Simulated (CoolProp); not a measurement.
Properties of dimethyl ether at several states (Tc = 127.2 °C, pc = 5.337 MPa, ω = 0.196).

Model: reference Helmholtz-energy equation of state, Wu 2011, in CoolProp.

```
T (°C)  p (MPa)          phase  density (kg/m³)  cp (kJ/(kg K))  isothermal compressibility (1/MPa)  expansivity (1/kK)  viscosity (µPa s)
------  -------  -------------  ---------------  --------------  ----------------------------------  ------------------  -----------------
244.05     5.89  supercritical            75.98           2.376                              0.2033               3.530               18.9
-19.15   0.0176            gas           0.3861           1.322                               57.15               4.025               8.13
31.15     0.348            gas            6.749           1.577                               3.073               4.098               9.44
108.85   0.0112            gas           0.1626           1.679                               89.36               2.625               11.5
175.05     1.18            gas            15.46           1.951                              0.8991               2.680               14.2
234.85    0.945            gas            10.62           2.084                               1.090               2.170               16.5
```

Viscosity comes from a separate model (Meng 2012).
